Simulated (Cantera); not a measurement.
An adiabatic, constant-volume homogeneous reactor starts with CH4 : H2 : O2 : N2 = 1 : 0.36 : 6.81 : 58.6 (molar parts), equivalence ratio 0.32, at 1025 K and 8.60 bar. Integrator tolerance rtol = 1e-08.

Model: GRI-Mech 3.0 (53 species, 325 reactions), integrated in Cantera.

### Question
What does this change do: initial temperature 1025 to 1425 K?

### Answer
| quantity | before | after |
|---|---|---|
| time of steepest temperature rise | 22.9 ms | 0.153 ms |
| temperature at 6.00 s | 1528 K | 1894 K |
| equilibrium temperature | 1526 K | 1893 K |
| x(CH4) at 6.00 s | <1e-12 (gas-phase equilibrium <1e-12) | <1e-12 (gas-phase equilibrium <1e-12) |
| x(H2) at 6.00 s | 1.04e-7 (gas-phase equilibrium 1.00e-7) | 5.01e-6 (gas-phase equilibrium 4.96e-6) |
| x(O2) at 6.00 s | 0.0695 (gas-phase equilibrium 0.0691) | 0.0680 (gas-phase equilibrium 0.0677) |
| x(CH2) at 6.00 s | <1e-12 (gas-phase equilibrium <1e-12) | <1e-12 (gas-phase equilibrium <1e-12) |
| x(C2H6) at 6.00 s | <1e-12 (gas-phase equilibrium <1e-12) | <1e-12 (gas-phase equilibrium <1e-12) |
| x(CH2CO) at 6.00 s | <1e-12 (gas-phase equilibrium <1e-12) | <1e-12 (gas-phase equilibrium <1e-12) |
| x(N2O) at 6.00 s | 1.96e-7 (gas-phase equilibrium 1.94e-7) | 6.86e-7 (gas-phase equilibrium 6.84e-7) |

### Question
What does this change do: 4.6 parts CO2 added?

### Answer
| quantity | before | after |
|---|---|---|
| time of steepest temperature rise | 22.9 ms | 25.3 ms |
| temperature at 6.00 s | 1528 K | 1474 K |
| equilibrium temperature | 1526 K | 1472 K |
| x(CH4) at 6.00 s | <1e-12 (gas-phase equilibrium <1e-12) | <1e-12 (gas-phase equilibrium <1e-12) |
| x(H2) at 6.00 s | 1.04e-7 (gas-phase equilibrium 1.00e-7) | 4.93e-8 (gas-phase equilibrium 4.81e-8) |
| x(O2) at 6.00 s | 0.0695 (gas-phase equilibrium 0.0691) | 0.0650 (gas-phase equilibrium 0.0647) |
| x(CH2) at 6.00 s | <1e-12 (gas-phase equilibrium <1e-12) | <1e-12 (gas-phase equilibrium <1e-12) |
| x(C2H6) at 6.00 s | <1e-12 (gas-phase equilibrium <1e-12) | <1e-12 (gas-phase equilibrium <1e-12) |
| x(CH2CO) at 6.00 s | <1e-12 (gas-phase equilibrium <1e-12) | <1e-12 (gas-phase equilibrium <1e-12) |
| x(N2O) at 6.00 s | 1.96e-7 (gas-phase equilibrium 1.94e-7) | 1.36e-7 (gas-phase equilibrium 1.35e-7) |
